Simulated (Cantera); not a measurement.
A jet of 5.31 % CH4, 12.5 % O2, 82.2 % N2, equivalence ratio 0.85 at 300 K and 0.0207 atm hits a platinum plate 6.3 cm away at a mass flux of 0.03 kg/m²/s; the plate temperature is set and raised in steps from an oxygen-covered start.

Detailed kinetics in Cantera: Deutschmann's 1995 Pt surface mechanism with GRI-Mech 3.0 gas chemistry. Catalytic surfaces can have several steady states; this one follows from the mechanism file's or the stated starting coverage.

One state of this run: wall x CH4 = 0.0161; wall x O2 = 0.0464; wall x H2O = 0.0686; wall x OH = 2.56e-6; wall x CO = 3.13e-5; wall x CO2 = 0.0451; θ free Pt = 0.633; θ O* = 0.366. x: mole fraction at the wall; θ: surface coverage.

### Question
Which value of plate T (K) does it belong to?
A. 1250
B. 1100
C. 950
D. 1200

### Answer
B, 1100
